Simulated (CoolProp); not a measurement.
Vapour-liquid equilibrium of diethyl ether (1) + ethanol (2) at 48.75 °C; x and y are mole fractions of (1).

Model: multi-fluid Helmholtz-energy mixture model, Thol 2014 and Schroeder 2014; pair parameters Bell 2016, in CoolProp.

```
x     bubble pressure (kPa)  y at the bubble point  dew pressure at overall composition x (kPa)  liquid density (mol/L)
----  ---------------------  ---------------------  -------------------------------------------  ----------------------
0.05                  44.18                  0.399                                        29.05                   16.02
0.2                   82.81                  0.717                                        34.08                   14.47
0.35                  107.5                  0.808                                        41.19                   13.13
0.5                   123.5                  0.853                                        51.98                   11.98
0.65                  135.6                  0.887                                        70.12                   10.99
0.8                   147.2                  0.924                                        105.0                   10.13
0.95                  159.7                  0.977                                        153.8                   9.389
```

No azeotrope shows between x = 0.05 and 0.95.

Pair parameters are fitted to limited data, so mixtures are less certain than the pure fluids. With so large a gap from Raoult's law the liquid may split in two, which this calculation doesn't test in full.
